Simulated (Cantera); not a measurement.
Mixture: CO : H2 : O2 : N2 = 1 : 0.38 : 0.363 : 1.37 (molar parts), equivalence ratio 1.9, at 1.01 bar, adiabatic and at constant volume. Ignition delay is the time to a rise of 400 K.

Detailed kinetics in Cantera: GRI-Mech 3.0 (53 species, 325 reactions). Where the delays flatten at high temperature, the 400 K rule measures the pace of heat release, not the induction time.

**Question.** What does this change do: pressure from 1.01 bar to 5.00 bar?

**Answer.** 
```json
[
 {"quantity": "delay at 1075 K", "before": "0.147 ms", "after": "0.226 ms"},
 {"quantity": "delay at 1275 K", "before": "46.2 µs", "after": "10.9 µs"},
 {"quantity": "delay at 1475 K", "before": "26.3 µs", "after": "4.47 µs"},
 {"quantity": "delay at 1675 K", "before": "21.1 µs", "after": "2.79 µs"},
 {"quantity": "delay at 1875 K", "before": "22.6 µs", "after": "2.19 µs"}
]
```
The hydrogen kinetics of GRI-Mech 3.0 are dated; newer H2 mechanisms differ, most at raised pressure.

**Question.** What does this change do: pressure from 1.01 bar to 10.0 bar?

**Answer.** 
```tsv
quantity	before	after
delay at 1075 K	0.147 ms	0.359 ms
delay at 1275 K	46.2 µs	8.08 µs
delay at 1475 K	26.3 µs	2.33 µs
delay at 1675 K	21.1 µs	1.29 µs
delay at 1875 K	22.6 µs	0.928 µs
```
The hydrogen kinetics of GRI-Mech 3.0 are dated; newer H2 mechanisms differ, most at raised pressure.
